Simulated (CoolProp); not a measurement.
Octamethylcyclotetrasiloxane (D4) at several states: Z from the reference equation and from simpler models built on Tc = 313.4 °C, pc = 1.347 MPa, ω = 0.598; each cubic takes its own stable root.

The numbers come from the reference Helmholtz-energy equation of state, Thol 2015 in CoolProp.

```json
[
 {"T (°C)": "74.85", "p (MPa)": "1.73", "phase": "liquid", "reference": "0.1978"},
 {"T (°C)": "215.35", "p (MPa)": "1.4", "phase": "liquid", "reference": "0.1429"},
 {"T (°C)": "295.55", "p (MPa)": "0.537", "phase": "gas", "reference": "0.8182"},
 {"T (°C)": "41.25", "p (MPa)": "0.211", "phase": "liquid", "reference": "0.02568"},
 {"T (°C)": "281.35", "p (MPa)": "0.406", "phase": "gas", "reference": "0.8523"}
]
```

Problem. How far does each simpler model (van der Waals, Redlich-Kwong) lie from the reference over these 5 states: mean and median of the absolute difference, and the worst?

Solution. 
- van der Waals: mean 44.9 %, median 67.0 %, worst +76.8 % at 41.25 °C and 0.211 MPa
- Redlich-Kwong: mean 12.4 %, median 18.3 %, worst +20.9 % at 215.35 °C and 1.4 MPa
